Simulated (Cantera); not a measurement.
A freely propagating, adiabatic, planar premixed flame of C3H8 : O2 : N2 = 1 : 3.57 : 13.4 (molar parts), equivalence ratio 1.4, unburnt at 300 K and 0.158 atm; mixture-averaged transport, grid criteria slope 0.08 and curve 0.16, no radiation.

Detailed kinetics in Cantera: GRI-Mech 3.0 (53 species, 325 reactions). GRI-Mech 3.0 was tuned for natural gas; its chemistry of propane as a main component is partial and can be far from experiment. Burning velocities carry a grid error of a few per cent, more on coarse grids.

Task: What does this change do: inlet temperature 300 to 675 K?

Result: 
| quantity | before | after |
|---|---|---|
| laminar burning velocity | 47.4 cm/s | 194 cm/s |
| thermal thickness | 1.95 mm | 1.47 mm |
| peak x(O) | 0.000786 | 0.00183 |
| peak x(HCN) | 2.38e-5 | 2.99e-5 |
| peak x(H) | 0.0130 | 0.0184 |
| peak x(CH2) | 8.40e-5 | 0.000158 |
